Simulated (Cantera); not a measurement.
Input: 1 mol Si, 1.6 mol HCl, 3.8 mol H2, at 1673.15 K and 75.0 Torr.

These are equilibrium values from Cantera (NASA tables, ideal gas, pure condensed phases), not measurements of a reactor. Candidate condensed phases: Si; 19 gas species. The tables' values for SiCl3, SiCl are old estimates; treat these amounts as uncertain. Kinetics and transport are ignored.

Base state: H2 0.788, HCl 0.130, SiCl2 0.0773, SiCl3 0.00330, H 0.000320, SiHCl3 0.000320, SiCl4 0.000294, SiH2Cl2 6.00e-5 (mole fractions); condensed: Si(s).

Q: What changes in the equilibrium state with this change: HCl from 1.6 to 0.71 mol?

A: 
```json
[
 {"species": "H2", "before": "0.788", "after": "0.877"},
 {"species": "HCl", "before": "0.130", "after": "0.0890"},
 {"species": "SiCl2", "before": "0.0773", "after": "0.0326"},
 {"species": "SiCl4", "before": "0.000294", "after": "5.22e-5"},
 {"species": "SiCl3", "before": "0.00330", "after": "0.000903"},
 {"species": "Si(s), mol", "before": "0.562", "after": "0.848"}
]
```
